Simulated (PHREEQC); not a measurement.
PHREEQC input (ion-association model, wateq4f.dat):

```
SOLUTION 1
  temp 20
  units mol/kgw
  pH 7 charge
  Cl 0.026
  Na 0.026
END
SELECTED_OUTPUT 1
  -reset false
  -pH true
  -pe true
  -ionic_strength true
  -water true
  -totals C Ca Cl F Na C(-4) C(4)
  -molalities H+ CO3-2 Ca+2 Cl- F- Na+ CO2 HCO3- NaCO3- NaHCO3
    CaOH+ CaHCO3+ CaCO3 O2 OH- CaF+ HF HF2- H2F2 NaF
  -equilibrium_phases Fluorite Calcite Portlandite Halite Nahcolite Natron
PRINT
  -reset false
USE solution 1
EQUILIBRIUM_PHASES 1
  Fluorite 0 0.5
  Calcite 0 0
  Portlandite 0 0
  Halite 0 0
  Nahcolite 0 0
  Natron 0 0
  O2(g) -0.68 10
  CO2(g) -5 10
END
# ... the last block is repeated for the other 10 points of log pCO2 (atm)
```

Selected output (columns that matter, 11 of 11 rows; log pCO2 (atm) added in front):

```
log pCO2 (atm)	pH	mu	C	Ca	F	m_H+	m_Ca+2	m_F-	m_Na+	m_CO2	m_OH-	m_HF	Fluorite
-5	6.4649	0.026717	9.4572e-07	0.00024083	0.00048166	3.8986e-07	0.00024034	0.00047581	0.025995	3.8946e-07	2.3222e-08	1.895e-07	0.49976
-4.5	6.221	0.026717	2.2346e-06	0.00024088	0.00048175	6.8364e-07	0.00024039	0.00047576	0.025995	1.2316e-06	1.3243e-08	3.3226e-07	0.49976
-4	5.9729	0.026718	5.6863e-06	0.00024096	0.00048193	1.2102e-06	0.00024048	0.00047568	0.025995	3.8946e-06	7.481e-09	5.8808e-07	0.49976
-3.5	5.7235	0.026719	1.5506e-05	0.00024112	0.00048224	2.1491e-06	0.00024063	0.00047553	0.025995	1.2316e-05	4.2128e-09	1.044e-06	0.49976
-3	5.4737	0.026722	4.4621e-05	0.00024139	0.00048279	3.8202e-06	0.0002409	0.00047527	0.025995	3.8946e-05	2.37e-09	1.8547e-06	0.49976
-2.5	5.2237	0.026726	0.00013325	0.00024188	0.00048377	6.7935e-06	0.00024138	0.00047481	0.025995	0.00012316	1.3327e-09	3.295e-06	0.49976
-2	4.9736	0.026734	0.0004074	0.00024275	0.00048551	1.2084e-05	0.00024224	0.000474	0.025995	0.00038946	7.4929e-10	5.8507e-06	0.49976
-1.5	4.7234	0.026748	0.0012635	0.0002443	0.0004886	2.1499e-05	0.00024376	0.00047256	0.025995	0.0012316	4.2116e-10	1.0377e-05	0.49976
-1	4.473	0.026773	0.0039512	0.00024704	0.00049408	3.8266e-05	0.00024646	0.00047004	0.025994	0.0038945	2.3663e-10	1.837e-05	0.49975
-0.5	4.2224	0.026816	0.012416	0.00025189	0.00050378	6.8153e-05	0.00025123	0.00046569	0.025994	0.012315	1.3287e-10	3.2409e-05	0.49975
0	3.9713	0.026894	0.039123	0.00026044	0.00052088	0.0001215	0.00025964	0.00045833	0.025993	0.038944	7.4519e-11	5.6845e-05	0.49974
```
